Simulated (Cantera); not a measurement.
Input (Python, Cantera) and output of one run.

```python
import numpy as np
import cantera as ct

gas_names = """
    CrO3 NH3 H2O N2O
""".split()
cond_names = """
    Cr(cr) Cr(L)
""".split()


# ... load() reads the species with a 1 bar reference pressure and builds the phases ...
species = {s.name: s for s in load("nasa_gas.yaml", gas_names) + load("nasa_condensed.yaml", cond_names)}
# Each term lists the table entries of one substance; the one whose range holds T is used.
reactions = {
    '4 CrO3(g) + 6 NH3(g) = 4 Cr + 9 H2O(g) + 3 N2O(g)':
        [(-4, ['CrO3']), (-6, ['NH3']), (4, ['Cr(cr)', 'Cr(L)']), (9, ['H2O']), (3, ['N2O'])],
}


def pick(names, T):
    return next(species[n] for n in names if species[n].thermo.min_temp <= T <= species[n].thermo.max_temp)


results = []
for label, terms in reactions.items():
    print(label)
    print("     T/K   dH/kJ  dS/(J/K)   dG/kJ   log10 K")
    for T in [1973, 2048, 2123, 2198, 2273, 2348, 2423, 2498, 2573, 2648, 2723]:
        used = [(nu, pick(names, T)) for nu, names in terms]
        dH = sum(nu * s.thermo.h(T) for nu, s in used) / 1e6
        dS = sum(nu * s.thermo.s(T) for nu, s in used) / 1e3
        dG = dH - T * dS / 1e3
        logK = -dG * 1e6 / (ct.gas_constant * T * np.log(10))
        results.append((label, T, dH, dS, dG, logK, [s.name for _, s in used]))
        print(f"{T:8g} {dH:8.1f} {dS:8.1f} {dG:8.1f} {logK:8.2f}")
```

Output:

```
4 CrO3(g) + 6 NH3(g) = 4 Cr + 9 H2O(g) + 3 N2O(g)
     T/K   dH/kJ  dS/(J/K)   dG/kJ   log10 K
    1973   -418.5    302.0  -1014.3    26.85
    2048   -411.2    305.7  -1037.1    26.45
    2123   -403.3    309.4  -1060.2    26.08
    2198   -317.3    349.8  -1086.1    25.81
    2273   -313.8    351.4  -1112.4    25.56
    2348   -310.1    352.9  -1138.8    25.33
    2423   -306.5    354.5  -1165.3    25.12
    2498   -302.7    356.0  -1192.0    24.92
    2573   -298.9    357.5  -1218.7    24.74
    2648   -295.1    359.0  -1245.6    24.57
    2723   -291.2    360.4  -1272.6    24.41
```

Cantera with NASA thermochemical tables; ideal gases at 1 bar, condensed phases pure. Condensed species are held in their standard states even where they would react or evaporate.
